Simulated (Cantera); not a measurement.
Cantera run:

```python
import numpy as np
import cantera as ct

gas_names = """
    AL ALCL ALCL2 ALCL3 ALH ALO ALOCL ALOH ALO2 ALO2H AL2 AL2CL6 AL2O AL2O2 CL CLO CL2 H HALO HCL HOCL
    HO2 H2 H2O H2O2 O OH O2 O3
""".split()
cond_names = """
    AL(cr) AL(L) ALCL3(s) ALCL3(L) AL2O3(a) AL2O3(L) H2O(s) H2O(L)
""".split()


# ... load() reads the species with a 1 bar reference pressure and builds the phases ...
atoms = {
    'AlCl3': {'AL': 1, 'CL': 3},
    'HCl': {'H': 1, 'CL': 1},
    'H2': {'H': 2},
    'O2': {'O': 2},
}
top_T = {}  # K; cautious upper limits of use, not melting points


# ... equilibrate(T, P, feed) seeds the gas with the atoms and calls Mixture.equilibrate('TP', solver="vcs", rtol=1e-11, max_steps=5000) ...
results = []
feed = {'AlCl3': 1, 'HCl': 3.3, 'H2': 350, 'O2': 12}  # mol
T = 973.15  # K
P = 19  # Pa
mix = equilibrate(T, P, feed)
results.append((T, P, feed, dict(zip(mix.species_names, mix.species_moles))))
x = sorted(zip(gas.X, gas.species_names), reverse=True)
print(f"T = {T:g} K  P = {P:g} Pa  gas = {mix.phase_moles(0):.4g} mol")
print("   x: " + "  ".join(f"{s} {v:.3e}" for v, s in x if v > 0.001))
print("   condensed (mol): " + ("  ".join(f"{mix.phase(i).name} {mix.phase_moles(i):.4g}"
      for i in range(1, mix.n_phases) if mix.phase_moles(i) > 1e-12) or "none"))
```

Result:

```
T = 973.15 K  P = 19 Pa  gas = 354.8 mol
   x: H2 9.188e-01  H2O 6.342e-02  HCL 1.776e-02
   condensed (mol): AL2O3(a) 0.5
```

Method: chemical equilibrium by Gibbs-energy minimisation in Cantera with the NASA 1993 tables (ideal gas, pure condensed phases). Condensed phases not in the tables: AlOCl.
